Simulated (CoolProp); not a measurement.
Saturated liquid density (kg/m³) of R1336mzz(Z): the reference equation beside estimates from Tc = 171.3 °C, pc = 29.04 bar, ω = 0.386. Rackett uses Z = 0.29056 − 0.08775 ω.

Values from CoolProp's reference Helmholtz-energy equation of state, McLinden 2020.

| T (°C) | reference | Rackett | Redlich-Kwong | Soave-Redlich-Kwong |
|---|---|---|---|---|
| 4.55 | 1417 | ? | 1146 | ? |
| 22.05 | 1372 | ? | 1106 | 1170 |
| 39.65 | 1326 | 1312 | ? | ? |
| 57.15 | 1277 | 1263 | 1015 | 1085 |
| 74.65 | 1224 | 1210 | 963.5 | 1034 |
| 92.25 | ? | 1152 | 905.9 | 975.4 |
| 109.75 | 1102 | 1088 | 841.4 | 907.8 |
| 127.25 | 1027 | ? | 766.9 | 827.0 |
| 144.75 | 933.4 | 922.6 | ? | 725.6 |
| 162.35 | 788.1 | 784.6 | 549.4 | 578.3 |

Complete the blanks.


- 4.55, Rackett: 1403
- 4.55, Soave-Redlich-Kwong: 1206
- 22.05, Rackett: 1359
- 39.65, Redlich-Kwong: 1062
- 39.65, Soave-Redlich-Kwong: 1130
- 92.25, reference: 1166
- 127.25, Rackett: 1014
- 144.75, Redlich-Kwong: 676.5

Absolute difference from the reference over all 10 rows, mean and median: Rackett 1.1 and 1.1 %, Redlich-Kwong 22.9 and 21.8 %, Soave-Redlich-Kwong 17.7 and 15.9 %.
